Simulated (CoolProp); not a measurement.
Isobutane along the isobar 0.101 MPa: Z from the reference equation and from simpler models built on Tc = 134.7 °C, pc = 3.629 MPa, ω = 0.184; each cubic takes its own stable root.

The numbers come from the reference Helmholtz-energy equation of state, Bücker 2006 in CoolProp.

| T (°C) | phase | reference |
|---|---|---|
| -134.55 | liquid | 0.007106 |
| -120.55 | liquid | 0.006576 |
| -106.65 | liquid | 0.006143 |
| -92.65 | liquid | 0.005779 |
| -78.65 | liquid | 0.005473 |
| -64.65 | liquid | 0.005215 |
| -50.65 | liquid | 0.004996 |
| -36.75 | liquid | 0.004811 |
| -22.75 | liquid | 0.004654 |
| -8.75 | gas | 0.9604 |

Question: How far does each simpler model (van der Waals, Redlich-Kwong, Soave-Redlich-Kwong, Peng-Robinson) lie from the reference over these 10 states: mean and median of the absolute difference, and the worst?

Answer: 
- van der Waals: mean 7874.9 %, median 62.2 %, worst +20826.1 % at -22.75 °C and 0.101 MPa
- Redlich-Kwong: mean 7.6 %, median 8.2 %, worst +9.0 % at -134.55 °C and 0.101 MPa
- Soave-Redlich-Kwong: mean 6.6 %, median 6.8 %, worst +8.9 % at -134.55 °C and 0.101 MPa
- Peng-Robinson: mean 4.2 %, median 4.7 %, worst -5.8 % at -22.75 °C and 0.101 MPa

At some of these states van der Waals gives the other phase, because its saturation line lies elsewhere.
